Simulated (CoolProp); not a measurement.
Carbon dioxide along the isotherm 251.2 K: Z from the reference equation and from simpler models built on Tc = 304.1 K, pc = 73.77 bar, ω = 0.224; each cubic takes its own stable root.

Computed with CoolProp (reference Helmholtz-energy equation of state, Span 1996).

| p (bar) | phase | reference |
|---|---|---|
| 1.17 | gas | 0.9897 |
| 2.21 | gas | 0.9804 |
| 4.19 | gas | 0.9623 |
| 7.95 | gas | 0.9261 |
| 15.1 | gas | 0.8485 |
| 28.6 | liquid | 0.05767 |
| 54.1 | liquid | 0.1080 |
| 103 | liquid | 0.2023 |
| 195 | liquid | 0.3735 |
| 369 | liquid | 0.6820 |

Question: How far does each simpler model (Redlich-Kwong, Soave-Redlich-Kwong, Peng-Robinson) lie from the reference over these 10 states: mean and median of the absolute difference, and the worst?

Answer: 
- Redlich-Kwong: mean 6.5 %, median 5.1 %, worst +15.9 % at 251.2 K and 28.6 bar
- Soave-Redlich-Kwong: mean 4.6 %, median 3.6 %, worst +10.8 % at 251.2 K and 28.6 bar
- Peng-Robinson: mean 1.9 %, median 1.2 %, worst -5.3 % at 251.2 K and 369 bar
